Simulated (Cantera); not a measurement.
Charge: 1 mol SiH2Cl2, 0.86 mol NH3, 1.8 mol N2, held at 1023 K and 81.0 Pa.

These are equilibrium values from Cantera (NASA tables, ideal gas, pure condensed phases), not measurements of a reactor. Candidate condensed phases: NH4Cl, Si, Si3N4; 28 gas species. The tables' values for SiCl3 are old estimates; treat these amounts as uncertain. Equilibrium is a limit: real reactors are often held back by kinetics, nucleation or transport.

Base state: HCl 0.367, N2 0.331, H2 0.290, SiCl4 0.0115, SiCl3 0.000117, SiHCl3 7.71e-5, SiCl2 2.50e-5 (mole fractions); condensed: Si3N4(s).

Question: What changes in the equilibrium state with this change: SiH2Cl2 replaced by SiHCl3?

Answer: 
| species | before | after |
|---|---|---|
| HCl | 0.367 | 0.415 |
| N2 | 0.331 | 0.364 |
| H2 | 0.290 | 0.168 |
| SiCl4 | 0.0115 | 0.0531 |
| SiCl3 | 0.000117 | 0.000362 |
| SiHCl3 | 7.71e-5 | 0.000181 |
| SiCl2 | 2.50e-5 | 5.20e-5 |
| Si3N4(s), mol | 0.314 | 0.248 |

Question: What changes in the equilibrium state with this change: temperature from 1023 K to 1475 K?

Answer: 
```json
[
 {"species": "N2", "before": "0.331", "after": "0.362"},
 {"species": "H2", "before": "0.290", "after": "0.340"},
 {"species": "HCl", "before": "0.367", "after": "0.209"},
 {"species": "SiCl2", "before": "2.50e-5", "after": "0.0855"},
 {"species": "SiCl4", "before": "0.0115", "after": "0.000259"},
 {"species": "SiCl", "before": "<1e-9", "after": "1.39e-5"},
 {"species": "H", "before": "7.84e-8", "after": "0.000266"},
 {"species": "Si3N4(s), mol", "before": "0.314", "after": "0.182"}
]
```
The tables' values for SiCl3, SiCl are old estimates; treat these amounts as uncertain.
